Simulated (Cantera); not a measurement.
A perfectly stirred reactor is fed with 20.0 % CH4, 80.0 % H2O, at 5.70 bar; it is held at 1375 K, and followed from long to short residence time.

Model: GRI-Mech 3.0 (53 species, 325 reactions), integrated in Cantera.

**Question.** Predict: x(CH4) at τ = 0.300 s; x(H2O) at τ = 0.300 s; x(CH2CO) at τ = 0.300 s; x(CH3) at τ = 0.300 s; x(CH4) at τ = 7.10 ms; x(H2O) at τ = 7.10 ms; x(CH2CO) at τ = 7.10 ms; x(CH3) at τ = 7.10 ms.

**Answer.** 
| Item | Value |
|---|---|
| x(CH4) at τ = 0.300 s | 0.182 |
| x(H2O) at τ = 0.300 s | 0.789 |
| x(CH2CO) at τ = 0.300 s | 5.31e-6 |
| x(CH3) at τ = 0.300 s | 1.33e-5 |
| x(CH4) at τ = 7.10 ms | 0.200 |
| x(H2O) at τ = 7.10 ms | 0.800 |
| x(CH2CO) at τ = 7.10 ms | 1.40e-9 |
| x(CH3) at τ = 7.10 ms | 1.17e-5 |
